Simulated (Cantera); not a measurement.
Input (Python, Cantera):

```python
import numpy as np
import cantera as ct

gas = ct.Solution("h2o2.yaml")
gas.TPX = 1375, 46000, {'H2': 0.66, 'O2': 1, 'N2': 4.4}
reactor = ct.IdealGasConstPressureReactor(gas, energy="off", clone=False)
net = ct.ReactorNet([reactor])
net.rtol, net.atol = 1e-08, 1e-18
show = ['H2', 'O2', 'H2O2', 'H2O', 'O']
times = np.geomspace(0.0008, 40, 15)

steps = ct.SolutionArray(gas, extra=["t"])
rows = []
print(f"{'t/s':>10s}{'T/K':>9s}{'P/Pa':>11s}" + "".join(f"{s:>11s}" for s in show))
for t in times:
    while net.time < t:
        t_next = net.step()
        steps.append(gas.state, t=t_next)
    rows.append([np.interp(t, steps.t, y) for y in (steps.T, steps.P, *steps(*show).X.T)])
    print(f"{t:10.3e}{rows[-1][0]:9.1f}{rows[-1][1]:11.4g}" + "".join(f"{x:11.3e}" for x in rows[-1][2:]))
rate = np.gradient(steps.T, steps.t)
print("integrator steps:", len(steps.t))
if steps.T.max() > steps.T[0] + 200:
    print(f"time of steepest temperature rise: {steps.t[rate.argmax()]:.4e} s")
gas.TPX = 1375, 46000, {'H2': 0.66, 'O2': 1, 'N2': 4.4}
gas.equilibrate("TP")
print(f"equilibrium (TP): T = {gas.T:.1f} K  " + "  ".join(f"{s} {gas[s].X[0]:.3e}" for s in show))
```

Result:

```
       t/s      T/K       P/Pa         H2         O2       H2O2        H2O          O
 8.000e-04   1375.0    4.6e+04  2.494e-04  1.165e-01  5.936e-07  1.143e-01  4.359e-04
 1.733e-03   1375.0    4.6e+04  4.907e-05  1.168e-01  2.287e-07  1.149e-01  8.800e-05
 3.753e-03   1375.0    4.6e+04  1.199e-05  1.169e-01  9.014e-08  1.150e-01  2.287e-05
 8.129e-03   1375.0    4.6e+04  3.649e-06  1.169e-01  3.745e-08  1.151e-01  7.357e-06
 1.761e-02   1375.0    4.6e+04  1.310e-06  1.169e-01  1.640e-08  1.151e-01  2.746e-06
 3.813e-02   1375.0    4.6e+04  5.370e-07  1.169e-01  7.655e-09  1.152e-01  1.151e-06
 8.259e-02   1375.0    4.6e+04  2.599e-07  1.169e-01  4.044e-09  1.152e-01  5.595e-07
 1.789e-01   1375.0    4.6e+04  1.699e-07  1.169e-01  2.772e-09  1.152e-01  3.613e-07
 3.875e-01   1375.0    4.6e+04  1.535e-07  1.169e-01  2.532e-09  1.152e-01  3.243e-07
 8.392e-01   1375.0    4.6e+04  1.529e-07  1.169e-01  2.523e-09  1.152e-01  3.230e-07
 1.818e+00   1375.0    4.6e+04  1.529e-07  1.169e-01  2.523e-09  1.152e-01  3.230e-07
 3.937e+00   1375.0    4.6e+04  1.529e-07  1.169e-01  2.523e-09  1.152e-01  3.230e-07
 8.527e+00   1375.0    4.6e+04  1.529e-07  1.169e-01  2.523e-09  1.152e-01  3.230e-07
 1.847e+01   1375.0    4.6e+04  1.529e-07  1.169e-01  2.523e-09  1.152e-01  3.230e-07
 4.000e+01   1375.0    4.6e+04  1.529e-07  1.169e-01  2.523e-09  1.152e-01  3.230e-07
integrator steps: 1748
equilibrium (TP): T = 1375.0 K  H2 1.529e-07  O2 1.169e-01  H2O2 2.523e-09  H2O 1.152e-01  O 3.230e-07
```

Detailed kinetics in Cantera: the H2/O2 subset of GRI-Mech 3.0, which has no nitrogen chemistry. The temperature is held fixed by assumption; the heat of reaction is taken as removed at once.
